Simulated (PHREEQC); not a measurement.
A PHREEQC speciation (ion-association model, wateq4f.dat) at 47 °C gives pH 2.17 and these molalities:

```csv
species,mol/kgw
BF4-,0.0296
Cu+2,0.0153
HF,0.0103
H+,0.00800
SO4-2,0.00232
H3BO3,0.00225
BF3OH-,0.00162
CuSO4,0.00161
HSO4-,0.00137
F-,0.000855
BF2(OH)2-,0.000469
CuF+,0.000128
H2F2,0.000122
HF2-,3.83e-5
BF(OH)3-,9.77e-7
```

**Question.** What are the element totals, and what could have been dissolved in 1 kg of water to give them?

**Answer.** One answer among several that fit: totals B 0.0340, Cu(2) 0.0170, F 0.136, S(6) 0.00530 mol/kgw, from 0.017 mol/kgw Cu(BF4)2 and 0.0053 mol/kgw H2SO4.

This is a speciation only: nothing precipitates in the calculation. Away from 25 °C the constants follow the database's enthalpies or fits; those with neither stay at their 25 °C values. Real BF4- forms and hydrolyses slowly; the run takes it at equilibrium.
